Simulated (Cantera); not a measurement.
Mixture: CO : H2 : CH4 : O2 : N2 = 1 : 0.077 : 0.031 : 0.3 : 1.92 (molar parts), equivalence ratio 2.0, at 13.0 bar, adiabatic and at constant volume. Ignition delay is the time to a rise of 400 K.

Model: GRI-Mech 3.0 (53 species, 325 reactions), integrated in Cantera. The pressure lies above the range GRI-Mech 3.0 was tuned for (to about 10 atm). Below about 1000 K GRI-Mech 3.0 lacks low-temperature oxidation paths. Below about 950 K walls govern HO2 and H2O2 in real vessels.

Task: What does this change do: 0.17 parts H2O added?

Result: 
```
quantity                                                before       after
--------------------------------------------------  ----------  ----------
delay at 875 K                                         80.6 ms     0.102 s
delay at 925 K                                         18.7 ms     24.8 ms
delay at 975 K                                         5.16 ms     7.11 ms
delay at 1025 K                                        1.65 ms     2.35 ms
delay at 1075 K                                       0.608 ms    0.886 ms
delay at 1125 K                                       0.254 ms    0.374 ms
apparent activation energy between 1025 and 1125 K  180 kJ/mol  180 kJ/mol
```
